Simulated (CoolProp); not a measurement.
Vapour-liquid equilibrium of ethanol (1) + n-heptane (2) at 457.6 K; x and y are mole fractions of (1).

The numbers come from the multi-fluid Helmholtz-energy mixture model, Schroeder 2014 and Span 2003; pair parameters Bell 2016 in CoolProp.

```tsv
x	bubble pressure (bar)	y at the bubble point	dew pressure at overall composition x (bar)	liquid density (mol/L)
0.05	9.859	0.230	7.875	5.289
0.125	12.61	0.398	8.613	5.474
0.2	14.58	0.487	9.472	5.684
0.275	16.03	0.544	10.49	5.926
0.35	17.17	0.588	11.70	6.211
0.425	18.10	0.626	13.16	6.551
0.5	18.90	0.662	14.91	6.960
0.575	19.61	0.699	16.84	7.453
0.65	20.22	0.739	18.65	8.048
0.725	20.75	0.783	20.02	8.762
0.8	21.18	0.833	20.92	9.615
0.875	21.50	0.889	21.44	10.63
0.95	21.70	0.953	21.70	11.84
```

No azeotrope shows between x = 0.05 and 0.95.

The pair parameters rest on a limited set of measurements; away from them the model extrapolates.
